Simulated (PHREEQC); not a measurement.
# Brine with polishing slurry liquid: an equilibrium model

Solution A (4.2 mol NaOH, 0.11 mol KCl and 0.22 mol KBr per kg of water) is mixed with solution B (0.0033 mol/kgw K2CO3, 4.2e-07 mol/kgw H4SiO4 and 0.026 mol/kgw CO2) at 26 °C; shares are by mass of water, 1 kg in all. No CO2 enters from the air. The run lets Halite, Kalicinite, Nahcolite, Natron, SiO2(a), Sylvite, Trona precipitate or redissolve, and no other solid.

Computed with PHREEQC (Pitzer model, pitzer.dat).

```
share of solution B     pH  H4SiO4 (mol/kgw)  CO3-2 (mol/kgw)
-------------------  -----  ----------------  ---------------
0                    14.73                 0                0
0.1                  14.63                 0          0.00293
0.2                  14.53                 0          0.00586
0.3                  14.43                 0          0.00879
0.4                  14.32                 0           0.0117
0.5                  14.20                 0           0.0146
0.6                  14.07          2.89e-14           0.0176
0.7                  13.91          1.01e-13           0.0205
0.8                  13.71          4.75e-13           0.0234
0.9                  13.38          4.77e-12           0.0264
1                     5.76           4.20e-7          2.34e-7
```

In brines, pH and single-ion activities rest on the MacInnes convention.
